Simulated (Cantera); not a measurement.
Charge: 1 mol CH3SiH3, 0.082 mol C3H8, 130 mol H2, at 430 Pa.

Method: chemical equilibrium by Gibbs-energy minimisation in Cantera with the NASA 1993 tables (ideal gas, pure condensed phases). Candidate condensed phases: C, C6H6, C7H8, C8H18, Si, SiC; 87 gas species. The feed counts by its element totals alone. Gases not in the tables: Si2H6 and higher silanes. Kinetics and transport are ignored.

x: gas mole fraction; n: condensed amount in mol.

```
T (K)   x H2       x H      x Si  x C2H2 (acetylene)    x SiC2    x Si2C     x SiH  n C(graphite)  n SiC(s)
-----  -----  --------  --------  ------------------  --------  --------  --------  -------------  --------
1575   0.999  0.000634   1.29e-7             2.11e-5  4.14e-10  3.43e-10   2.01e-8          0.239     1.000
1650   0.999   0.00138   7.74e-7             4.55e-5   4.32e-9   3.42e-9   9.26e-8          0.233     1.000
1725   0.997   0.00283   3.97e-6             9.19e-5   3.67e-8   2.78e-8   3.72e-7          0.221     0.999
1800   0.994   0.00544   1.78e-5            0.000174   2.59e-7   1.89e-7   1.33e-6          0.202     0.997
1875   0.990   0.00994   7.05e-5            0.000314   1.56e-6   1.10e-6   4.26e-6          0.172     0.989
1950   0.982       [?]       [?]                 [?]       [?]       [?]       [?]            [?]     0.961
2025   0.969    0.0289  0.000813            0.000877   3.78e-5   2.47e-5   3.36e-5          0.122     0.872
2100   0.950    0.0463   0.00242             0.00137  0.000156   9.90e-5   8.39e-5          0.206     0.606
2175   0.920    0.0714   0.00590             0.00205  0.000515  0.000281  0.000172          0.489         0
2250   0.884       [?]   0.00591                 [?]       [?]       [?]       [?]            [?]         0
2325   0.836     0.153   0.00586             0.00345  0.000743   6.67e-5  0.000123              0         0
2400   0.776     0.214   0.00579             0.00335  0.000687   3.03e-5  0.000103              0         0
2475   0.703     0.288   0.00562             0.00318  0.000631   1.40e-5   8.49e-5              0         0
```

Task: Fill in the missing entries.

Result: 
- 2250, x H: 0.106
- 2250, x C2H2 (acetylene): 0.00296
- 2250, x SiC2: 0.000684
- 2250, x Si2C: 0.000141
- 2250, x SiH: 0.000147
- 2250, n C(graphite): 0.185
- 1950, x H: 0.0173
- 1950, x Si: 0.000251
- 1950, x C2H2 (acetylene): 0.000537
- 1950, x SiC2: 8.18e-6
- 1950, x Si2C: 5.54e-6
- 1950, x SiH: 1.25e-5
- 1950, n C(graphite): 0.137
